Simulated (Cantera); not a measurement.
What does this Cantera script print?

```python
import numpy as np
import cantera as ct

gas_names = """
    F F2 H HF H2 H2F2 H3F3 H4F4 H5F5 H6F6 H7F7 N NF NF2 NF3 NH NH2 NH3 N2 N2H2 N2H4 Si SiF SiF2 SiF3
    SiF4 SiH SiHF3 SiH2 SiH2F2 SiH3 SiH3F SiH4 SiN Si2 Si2N Si3
""".split()
cond_names = """
    Si(cr) Si(L) Si3N4(a)
""".split()


# ... load() reads the species with a 1 bar reference pressure and builds the phases ...
atoms = {
    'SiF4': {'Si': 1, 'F': 4},
    'NH3': {'N': 1, 'H': 3},
}
top_T = {'Si3N4(a)': 2400}  # K; cautious upper limits of use, not melting points


# ... equilibrate(T, P, feed) seeds the gas with the atoms and calls Mixture.equilibrate('TP', solver="vcs", rtol=1e-11, max_steps=5000) ...
results = []
feed = {'SiF4': 1, 'NH3': 24}  # mol
T = 700  # K
P = 12000  # Pa
mix = equilibrate(T, P, feed)
results.append((T, P, feed, dict(zip(mix.species_names, mix.species_moles))))
x = sorted(zip(gas.X, gas.species_names), reverse=True)
print(f"T = {T:g} K  P = {P:g} Pa  gas = {mix.phase_moles(0):.4g} mol")
print("   x: " + "  ".join(f"{s} {v:.3e}" for v, s in x if v > 1e-05))
print("   condensed (mol): " + ("  ".join(f"{mix.phase(i).name} {mix.phase_moles(i):.4g}"
      for i in range(1, mix.n_phases) if mix.phase_moles(i) > 1e-12) or "none"))
```

It prints:

```
T = 700 K  P = 12000 Pa  gas = 48.98 mol
   x: H2 7.344e-01  N2 2.448e-01  SiF4 2.041e-02  NH3 3.501e-04  HF 1.248e-05
   condensed (mol): Si3N4(a) 4.197e-05
```

Equilibrium computed with Cantera from the NASA thermochemical tables; the gas is ideal and each condensed phase is pure.
